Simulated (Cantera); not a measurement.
Feed: 1 mol n-butane, 0.18 mol O2, 23 mol H2, equilibrated at 1425 K and 0.133 bar.

These are equilibrium values from Cantera (NASA tables, ideal gas, pure condensed phases), not measurements of a reactor. Candidate condensed phases: C, C6H6, C7H8, C8H18, H2O; 110 gas species. The numbers say what is thermodynamically allowed, not how fast it happens.

Base state: H2 0.987, CO 0.0127, CH4 0.000489, H 1.86e-5 (mole fractions); condensed: C(graphite).

**Question.** What changes in the equilibrium state with this change: temperature from 1425 K to 973.15 K?

**Answer.** 
```json
[
 {"species": "H2", "before": "0.987", "after": "0.971"},
 {"species": "CH4", "before": "0.000489", "after": "0.0161"},
 {"species": "CO", "before": "0.0127", "after": "0.0119"},
 {"species": "H2O", "before": "5.07e-6", "after": "0.000957"},
 {"species": "H", "before": "1.86e-5", "after": "2.93e-9"},
 {"species": "CO2", "before": "2.87e-8", "after": "1.89e-5"},
 {"species": "C(graphite), mol", "before": "3.63", "after": "3.22"}
]
```
